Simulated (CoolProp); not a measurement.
20 sccm (0 °C, 1 atm) of nitrogen bubbles through liquid n-hexane at 301 K and leaves saturated at a total pressure of 0.0824 MPa (ideal gas phase). Each further row changes one setting.

Values from CoolProp's reference Helmholtz-energy equation of state, Thol 2019.

```
case                      vapour pressure (kPa)  mole fraction of vapour  delivery (mg/min)  delivery (sccm)  change of delivery for a bath 1 K warmer (%)
------------------------  ---------------------  -----------------------  -----------------  ---------------  --------------------------------------------
as stated                                  22.8                    0.277               29.4             7.65                                           6.1
bath temperature 306 K                     28.1                    0.341               39.7             10.3                                           6.4
total pressure 0.165 MPa                   22.8                    0.138               12.3             3.20                                           5.0
```
